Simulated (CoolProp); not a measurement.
Model: reference Helmholtz-energy equation of state, Thol 2017, in CoolProp.

**Question.** For octamethyltrisiloxane (MDM), give the phase and the Z, cp (kJ/(kg K)), cv (kJ/(kg K)), Joule-Thomson coefficient (K/MPa) at 515.4 K and 539 kPa; 515.4 K and 1080 kPa.

**Answer.** 
- 515.4 K and 539 kPa: gas; Z 0.778, cp 2.10, cv 1.97, Joule-Thomson coefficient 19.1
- 515.4 K and 1080 kPa: liquid; Z 0.110, cp 2.42, cv 2.01, Joule-Thomson coefficient 0.767
